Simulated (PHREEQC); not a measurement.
A column of 1 m (30 cells, dispersivity 0.08 m, 300 s a shift, diffusion coefficient 3e-10 m²/s) holds 0.0073 eq of the database's cation exchanger X per kg of pore water, first in equilibrium with 0.047 mol/kgw MnCl2, 0.0021 mol/kgw MgCl2 and 1e-05 mol/kgw HCl. It is flushed with 4.6 mmol/kgw KBr, 8.8 mmol/kgw MnCl2 and 0.01 mmol/kgw HCl, at 25 °C. Values are for the last cell. CO2 from the air is kept out. Precipitation was switched off in this run.

The series has 31 steps of pore volumes, from 0 to 3.017.

Computed with PHREEQC (ion-association model, phreeqc.dat).

Task: After how many pore volumes does Br at the outlet first reach half of its feed value?

Result: By 1.0 pore volumes.

Task: After how many pore volumes does K at the outlet first reach half of its feed value?

Result: By 1.1 pore volumes.
